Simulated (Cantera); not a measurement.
Charge: 1 mol SiH₂Cl₂, 30 mol NH₃, 4.5 mol N₂, equilibrated at 1.00 Torr.

These are equilibrium values from Cantera (NASA tables, ideal gas, pure condensed phases), not measurements of a reactor. Candidate condensed phases: NH₄Cl, Si, Si₃N₄; 28 gas species. The tables' values for SiCl are old estimates; treat these amounts as uncertain. Rates play no part.

At 1575 K, list the 6 most abundant gas species with their mole fractions, and the condensed phases.

H₂ 0.684, N₂ 0.287, HCl 0.0260, SiCl₂ 0.00213, H 0.000941, Cl 2.84e-5. Condensed: Si₃N₄(s).
